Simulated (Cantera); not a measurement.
What does this Cantera script print?

```python
import numpy as np
import cantera as ct

gas = ct.Solution("gri30.yaml")
gas.TPX = 1200, 33000, {'H2': 0.64, 'O2': 1, 'N2': 1.6}
reactor = ct.IdealGasConstPressureReactor(gas, energy="off", clone=False)
net = ct.ReactorNet([reactor])
net.rtol, net.atol = 1e-08, 1e-18
show = ['H2', 'O2', 'O', 'NO2', 'H']
times = np.geomspace(2e-05, 200, 13)

steps = ct.SolutionArray(gas, extra=["t"])
rows = []
print(f"{'t/s':>10s}{'T/K':>9s}{'P/Pa':>11s}" + "".join(f"{s:>11s}" for s in show))
for t in times:
    while net.time < t:
        t_next = net.step()
        steps.append(gas.state, t=t_next)
    rows.append([np.interp(t, steps.t, y) for y in (steps.T, steps.P, *steps(*show).X.T)])
    print(f"{t:10.3e}{rows[-1][0]:9.1f}{rows[-1][1]:11.4g}" + "".join(f"{x:11.3e}" for x in rows[-1][2:]))
rate = np.gradient(steps.T, steps.t)
print("integrator steps:", len(steps.t))
if steps.T.max() > steps.T[0] + 200:
    print(f"time of steepest temperature rise: {steps.t[rate.argmax()]:.4e} s")
gas.TPX = 1200, 33000, {'H2': 0.64, 'O2': 1, 'N2': 1.6}
gas.equilibrate("TP")
print(f"equilibrium (TP): T = {gas.T:.1f} K  " + "  ".join(f"{s} {gas[s].X[0]:.3e}" for s in show))
```

Result:

```
       t/s      T/K       P/Pa         H2         O2          O        NO2          H
 2.000e-05   1200.0    3.3e+04  1.975e-01  3.086e-01  6.897e-08  2.961e-24  2.166e-07
 7.662e-05   1200.0    3.3e+04  1.754e-01  2.982e-01  3.430e-03  8.787e-13  1.072e-02
 2.936e-04   1200.0    3.3e+04  1.946e-03  2.321e-01  1.638e-03  8.295e-09  7.232e-04
 1.125e-03   1200.0    3.3e+04  1.081e-04  2.328e-01  7.097e-05  6.267e-08  6.355e-06
 4.309e-03   1200.0    3.3e+04  6.688e-06  2.328e-01  7.103e-06  8.351e-08  1.896e-07
 1.651e-02   1200.0    3.3e+04  6.159e-07  2.329e-01  1.162e-06  5.706e-08  1.170e-08
 6.325e-02   1200.0    3.3e+04  1.098e-07  2.329e-01  2.504e-07  3.020e-08  1.154e-09
 2.423e-01   1200.0    3.3e+04  2.671e-08  2.329e-01  6.367e-08  2.281e-08  1.519e-10
 9.283e-01   1200.0    3.3e+04  1.126e-08  2.329e-01  2.454e-08  3.471e-08  4.142e-11
 3.557e+00   1200.0    3.3e+04  1.012e-08  2.329e-01  2.123e-08  3.892e-08  3.485e-11
 1.363e+01   1200.0    3.3e+04  1.011e-08  2.329e-01  2.119e-08  3.896e-08  3.478e-11
 5.220e+01   1200.0    3.3e+04  1.011e-08  2.329e-01  2.119e-08  3.897e-08  3.478e-11
 2.000e+02   1200.0    3.3e+04  1.011e-08  2.329e-01  2.119e-08  3.897e-08  3.478e-11
integrator steps: 1763
equilibrium (TP): T = 1200.0 K  H2 1.011e-08  O2 2.328e-01  O 2.119e-08  NO2 1.758e-06  H 3.478e-11
```

Computed with Cantera and GRI-Mech 3.0 (53 species, 325 reactions). The temperature is held fixed by assumption; the heat of reaction is taken as removed at once.
